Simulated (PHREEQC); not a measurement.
Consider water at 61 °C with 0.0018 mol/kgw HF, 0.0032 mol/kgw KF and 0.012 mol/kgw H3PO4. Closed to the air; pH follows from the charge balance.

Model: ion-association model, phreeqc.dat, run in PHREEQC.

```tsv
quantity	before	after
pH	2.42	2.30
ionic strength (mol/kgw)	0.00733	0.00965
H2PO4- (mol/kgw)	0.00688	0.00611
H3PO4 (mol/kgw)	0.00512	0.00589
HF (mol/kgw)	0.00454	0.00748
F- (mol/kgw)	0.000442	0.000563
```

Problem. Name the change that produced these shifts.
(A) diluted 5-fold with water
(B) 0.0019 mol/kgw K2SiO3 added
(C) diluted 10-fold with water
(D) HF replaced by H2SiF6 at the same molality
(E) H3PO4 from 0.012 to 0.006 mol/kgw

Solution. D, HF replaced by H2SiF6 at the same molality

This is a speciation only: nothing precipitates in the calculation. Some of these states are supersaturated (in Quartz (slow to form), Chalcedony (slow to form), for instance). Away from 25 °C the constants follow the database's enthalpies or fits; those with neither stay at their 25 °C values. SiF6-2 is the database's only silicon fluoride.
